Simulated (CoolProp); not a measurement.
Nitrogen along the isotherm -204.25 °C: density (kg/m³) from the reference equation and from simpler models built on Tc = -147.0 °C, pc = 33.96 bar, ω = 0.037; each cubic takes its own stable root.

Model: reference Helmholtz-energy equation of state, Span 2000, in CoolProp.

```
p (bar)   phase  reference  van der Waals  Redlich-Kwong  Soave-Redlich-Kwong  Peng-Robinson
-------  ------  ---------  -------------  -------------  -------------------  -------------
1.7      liquid      843.5          578.7          856.7                848.0          955.9
3.4      liquid      843.8          579.2          857.1                848.4          956.3
5.09     liquid      844.2          579.8          857.5                848.8          956.7
6.79     liquid      844.5          580.4          857.8                849.2          957.1
8.49     liquid      844.8          580.9          858.2                849.6          957.5
10.2     liquid      845.2          581.4          858.6                850.0          957.9
11.9     liquid      845.5          582.0          859.0                850.5          958.3
13.6     liquid      845.9          582.5          859.3                850.9          958.7
15.3     liquid      846.2          583.0          859.7                851.3          959.1
17       liquid      846.5          583.5          860.0                851.7          959.5
```
